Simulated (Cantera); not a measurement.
**Thermodynamics of silicon oxide and oxynitride deposition, feed SiH4 + H2O + H2**

Input: 1 mol SiH4, 0.27 mol H2O, 3.6 mol H2, equilibrated at 1723 K.

Equilibrium computed with Cantera from the NASA thermochemical tables; the gas is ideal and each condensed phase is pure. Candidate condensed phases: H2O, Si, SiO2; 18 gas species. Each liquid is taken as pure. Mutual solubility and eutectic melting of coexisting phases are not modelled. The tables hold silica as quartz up to 1696 K and as liquid above; real silica turns to tridymite and cristobalite and melts near 1996 K. Gases not in the tables: Si2H6 and higher silanes. The numbers say what is thermodynamically allowed, not how fast it happens.

From 5.00 Pa to 0.190 bar the condensed part is Si(l). At 1.00 bar the condensed part is Si(l) + SiO2(condensed). The main Si-bearing gas is SiO throughout. The share of Si in condensed phases is highest at 1.00 bar (89.9 %) and lowest at 5.00 Pa (60.2 %).

| P (Pa) | x H2 | x SiO | x H | x Si | x SiH | x Si2 | x H2O | x Si3 | n Si(l) | n SiO2(condensed) |
|---|---|---|---|---|---|---|---|---|---|---|
| 5 | 0.913 | 0.0426 | 0.0246 | 0.0197 | 0.000191 | 9.32e-5 | 3.12e-9 | 2.32e-5 | 0.602 | 0 |
| 26 | 0.942 | 0.0436 | 0.0110 | 0.00378 | 8.51e-5 | 1.79e-5 | 1.72e-8 | 4.45e-6 | 0.706 | 0 |
| 140 | 0.951 | 0.0438 | 0.00475 | 0.000702 | 3.69e-5 | 3.33e-6 | 9.38e-8 | 8.27e-7 | 0.725 | 0 |
| 710 | 0.954 | 0.0439 | 0.00211 | 0.000139 | 1.64e-5 | 6.56e-7 | 4.78e-7 | 1.63e-7 | 0.729 | 0 |
| 3700 | 0.955 | 0.0439 | 0.000927 | 2.66e-5 | 7.19e-6 | 1.26e-7 | 2.50e-6 | 3.13e-8 | 0.730 | 0 |
| 19000 | 0.956 | 0.0440 | 0.000409 | 5.18e-6 | 3.17e-6 | 2.45e-8 | 1.28e-5 | 6.09e-9 | 0.730 | 0 |
| 100000 | 0.983 | 0.0168 | 0.000181 | 9.83e-7 | 1.40e-6 | 4.66e-9 | 2.66e-5 | 1.16e-9 | 0.815 | 0.0847 |
x: gas mole fraction; n: condensed amount in mol.
